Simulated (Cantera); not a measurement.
A Cantera script and its output.

```python
import numpy as np
import cantera as ct

gas = ct.Solution("gri30.yaml")
gas.TPX = 300, 100000, {'CH3OH': 1, 'O2': 1.7, 'N2': 6.41, 'CO2': 0.72}
flame = ct.FreeFlame(gas, width=0.04)
flame.set_refine_criteria(ratio=3, slope=0.08, curve=0.16)
flame.transport_model = "mixture-averaged"
flame.solve(loglevel=0, auto=True)
flame.transport_model = "multicomponent"
flame.soret_enabled = True
flame.solve(loglevel=0, refine_grid=True)
z, T = flame.grid, flame.T
thick = (T[-1] - T[0]) / np.gradient(T, z).max()
show = ['CH3OH', 'O2', 'CO2', 'NO', 'CH2', 'CH3']
print(f"laminar burning velocity  {flame.velocity[0] * 100:.3f} cm/s")
print(f"burnt temperature         {T[-1]:.1f} K")
print(f"thermal thickness         {thick * 1e3:.4f} mm")
print(f"grid points               {len(z)}")
z0 = z[flame.heat_release_rate.argmax()]
print(f"{'z/mm':>9s}{'T/K':>9s}{'u/(m/s)':>9s}" + "".join(f"{s:>11s}" for s in show))
rows = []
for k in (-3, -2, -1.5, -1, -0.5, -0.25, 0, 0.25, 0.5, 1, 2, 4, 8):
    zz = z0 + k * thick
    rows.append([k * thick, np.interp(zz, z, T), np.interp(zz, z, flame.velocity),
                 *(np.interp(zz, z, flame.X[gas.species_index(s)]) for s in show)])
    print(f"{rows[-1][0] * 1e3:9.3f}{rows[-1][1]:9.1f}{rows[-1][2]:9.3f}" + "".join(f"{x:11.3e}" for x in rows[-1][3:]))
```

Output:

```
laminar burning velocity  20.294 cm/s
burnt temperature         1982.8 K
thermal thickness         0.6052 mm
grid points               135
     z/mm      T/K  u/(m/s)      CH3OH         O2        CO2         NO        CH2        CH3
   -1.816    300.1    0.203  1.017e-01  1.729e-01  7.322e-02  1.887e-12  2.467e-17  1.482e-13
   -1.210    301.5    0.204  1.016e-01  1.726e-01  7.321e-02  2.578e-11 -4.271e-16  1.343e-13
   -0.908    310.0    0.210  1.014e-01  1.718e-01  7.339e-02  1.857e-10 -6.461e-18 -2.035e-13
   -0.605    387.6    0.264  9.860e-02  1.652e-01  7.519e-02  2.852e-09 -1.161e-15  2.985e-13
   -0.303    777.9    0.544  7.185e-02  1.317e-01  8.404e-02  8.612e-08  5.102e-15  2.098e-09
   -0.151   1132.8    0.809  3.911e-02  9.846e-02  9.407e-02  4.466e-07  5.508e-10  4.137e-07
    0.000   1518.0    1.107  3.253e-03  6.005e-02  1.099e-01  1.442e-06  1.159e-06  2.643e-05
    0.151   1647.7    1.198  2.110e-06  4.130e-02  1.284e-01  2.299e-06  3.946e-08  6.962e-07
    0.303   1712.6    1.239  9.214e-10  3.464e-02  1.392e-01  3.090e-06  6.993e-10  1.252e-08
    0.605   1791.2    1.289  4.055e-13  2.986e-02  1.479e-01  4.294e-06  9.956e-13  1.538e-11
    1.210   1866.1    1.338  1.317e-15  2.615e-02  1.537e-01  5.823e-06  1.539e-15  8.553e-15
    2.421   1922.8    1.374 -4.400e-16  2.330e-02  1.585e-01  7.623e-06 -4.507e-16 -2.799e-15
    4.842   1958.7    1.397 -1.837e-16  2.145e-02  1.621e-01  9.630e-06 -1.469e-16 -1.381e-15
```

Cantera simulation using GRI-Mech 3.0 (53 species, 325 reactions); the numbers are that mechanism's predictions, not measurements. GRI-Mech 3.0 was tuned for natural gas; its chemistry of methanol as a main component is partial and can be far from experiment. Burning velocities carry a grid error of a few per cent, more on coarse grids.
